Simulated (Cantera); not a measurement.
Feed: 1 mol Ti(OiPr)4, 11 mol H2O, 0.11 mol C3H8, held at 1900 K and 64.0 mbar.

Equilibrium computed with Cantera from the NASA thermochemical tables; the gas is ideal and each condensed phase is pure. Candidate condensed phases: C, C6H6, C7H8, C8H18, H2O, Ti, TiC, TiO, TiO2, Ti2O3, Ti3O5, Ti4O7; 113 gas species. The feed counts by its element totals alone. The numbers say what is thermodynamically allowed, not how fast it happens.

Base state: H2 0.648, CO 0.323, H2O 0.0237, CO2 0.00281, H 0.00252 (mole fractions); condensed: Ti3O5(s).

Q: What changes in the equilibrium state with this change: temperature from 1900 K to 1998 K?

A: 
| species | before | after |
|---|---|---|
| H2 | 0.648 | 0.645 |
| CO | 0.323 | 0.323 |
| H2O | 0.0237 | 0.0239 |
| H | 0.00252 | 0.00509 |
| OH | 7.59e-6 | 1.87e-5 |
| CO2 | 0.00281 | 0.00261 |
| Ti3O5(s), mol | 0.333 | 0.333 |
